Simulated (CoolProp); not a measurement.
Aqueous calcium chloride as a coolant, at -8 °C, 1 atm.

Model: Melinder's fits for secondary coolants, in CoolProp.

```tsv
mass %	freezing point (°C)	cp (kJ/(kg K))	density (kg/m³)	Prandtl number	conductivity (W/(m K))
13.8	-9.6	3.336	1126	19.9	0.540
16.4	-12.8	3.198	1151	21.0	0.538
19	-16.6	3.074	1176	22.4	0.535
21.6	-21.2	2.964	1203	24.3	0.532
24.2	-26.9	2.870	1231	26.9	0.529
26.8	-34.6	2.788	1259	30.5	0.526
```
